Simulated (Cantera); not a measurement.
Cantera run:

```python
import numpy as np
import cantera as ct

gas_names = """
    CL CL2 N N2 Si SiCL SiCL2 SiCL3 SiCL4 SiN Si2 Si2N Si3
""".split()
cond_names = """
    Si(cr) Si(L) Si3N4(a)
""".split()


# ... load() reads the species with a 1 bar reference pressure and builds the phases ...
atoms = {
    'SiCl4': {'Si': 1, 'CL': 4},
    'N2': {'N': 2},
}
top_T = {'Si3N4(a)': 2400}  # K; cautious upper limits of use, not melting points


# ... equilibrate(T, P, feed) seeds the gas with the atoms and calls Mixture.equilibrate('TP', solver="vcs", rtol=1e-11, max_steps=5000) ...
results = []
feed = {'SiCl4': 1, 'N2': 0.48}  # mol
P = 13332.2  # Pa
for T in [1200, 1225, 1250, 1275, 1300, 1325, 1350, 1375, 1400, 1425, 1450, 1475]:
    mix = equilibrate(T, P, feed)
    results.append((T, P, feed, dict(zip(mix.species_names, mix.species_moles))))

top = {s: max(r[3][s] / sum(r[3][g] for g in gas_names) for r in results) for s in gas_names}
cols = sorted((s for s in top if top[s] > 1e-06), key=lambda s: -top[s])[:8]
seen = [c for c in cond_names if any(r[3].get(c, 0) > 1e-12 for r in results)]
print("log10 of partial pressures in bar; condensed amounts in mol")
print(f"{'T/K':>10s}" + "".join(f"{s[:9]:>10s}" for s in cols + seen))
for T, P, feed, n in results:
    ng = sum(n[g] for g in gas_names)
    print(f"{T:10.4g}" + "".join(f"{np.log10(max(n[s] / ng * P / 1e5, 1e-99)):10.3f}" for s in cols)
          + "".join(f"{n.get(c, 0):10.4g}" for c in seen))
```

It prints:

```
log10 of partial pressures in bar; condensed amounts in mol
       T/K     SiCL4        N2     SiCL3        CL       CL2     SiCL2
      1200    -1.045    -1.364    -5.008    -5.201    -5.751    -8.028
      1225    -1.045    -1.364    -4.841    -5.020    -5.610    -7.738
      1250    -1.046    -1.364    -4.680    -4.845    -5.475    -7.459
      1275    -1.046    -1.364    -4.525    -4.678    -5.347    -7.191
      1300    -1.046    -1.364    -4.376    -4.518    -5.223    -6.933
      1325    -1.046    -1.364    -4.233    -4.364    -5.105    -6.685
      1350    -1.046    -1.364    -4.094    -4.216    -4.992    -6.445
      1375    -1.046    -1.364    -3.961    -4.073    -4.884    -6.214
      1400    -1.047    -1.365    -3.832    -3.936    -4.779    -5.990
      1425    -1.047    -1.365    -3.708    -3.804    -4.679    -5.775
      1450    -1.047    -1.365    -3.589    -3.676    -4.583    -5.567
      1475    -1.048    -1.365    -3.473    -3.553    -4.490    -5.367
```

Equilibrium computed with Cantera from the NASA thermochemical tables; the gas is ideal and each condensed phase is pure. The tables' values for SiCl3 are old estimates; treat these amounts as uncertain.
